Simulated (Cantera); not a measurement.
A Cantera script and its output.

```python
import numpy as np
import cantera as ct

gas = ct.Solution("gri30.yaml", transport_model="multicomponent")
show = ['CH3', 'C2H2', 'O']

rows = []
print(f"{'T/K':>7s}{'rho':>11s}{'cp':>10s}{'mu':>11s}{'lambda':>11s}{'Pr':>7s}" + "".join(f"{'D_' + s:>11s}" for s in show))
for T in [400, 650, 900, 1150, 1400, 1650, 1900, 2150, 2400]:
    gas.TPX = T, 190, {'O2': 0.84}
    Pr = gas.cp_mass * gas.viscosity / gas.thermal_conductivity
    D = [gas.mix_diff_coeffs_mole[gas.species_index(s)] for s in show]
    rows.append([gas.density, gas.cp_mass, gas.viscosity, gas.thermal_conductivity, Pr, *D])
    print(f"{T:7g}{gas.density:11.4e}{gas.cp_mass:10.1f}{gas.viscosity:11.4e}"
          f"{gas.thermal_conductivity:11.4e}{Pr:7.3f}" + "".join(f"{d:11.4e}" for d in D))
print("SI units: kg/m3, J/kg/K, Pa s, W/m/K, m2/s")
```

It prints:

```
    T/K        rho        cp         mu     lambda     Pr      D_CH3     D_C2H2        D_O
    400 1.8280e-03     941.4 2.5629e-05 3.3889e-02  0.712 2.0186e-02 1.4935e-02 2.8980e-02
    650 1.1249e-03    1017.4 3.5981e-05 5.1551e-02  0.710 4.6693e-02 3.4945e-02 6.6123e-02
    900 8.1246e-04    1073.7 4.4705e-05 6.7676e-02  0.709 8.0944e-02 6.0866e-02 1.1403e-01
   1150 6.3583e-04    1108.6 5.2496e-05 8.2135e-02  0.709 1.2204e-01 9.1980e-02 1.7150e-01
   1400 5.2229e-04    1134.2 5.9661e-05 9.5570e-02  0.708 1.6940e-01 1.2783e-01 2.3775e-01
   1650 4.4316e-04    1155.4 6.6364e-05 1.0835e-01  0.708 2.2260e-01 1.6810e-01 3.1220e-01
   1900 3.8485e-04    1174.1 7.2707e-05 1.2067e-01  0.707 2.8133e-01 2.1255e-01 3.9440e-01
   2150 3.4010e-04    1191.7 7.8755e-05 1.3270e-01  0.707 3.4532e-01 2.6097e-01 4.8399e-01
   2400 3.0467e-04    1209.0 8.4555e-05 1.4455e-01  0.707 4.1436e-01 3.1322e-01 5.8066e-01
SI units: kg/m3, J/kg/K, Pa s, W/m/K, m2/s
```

Detailed kinetics in Cantera: GRI-Mech 3.0 (53 species, 325 reactions).
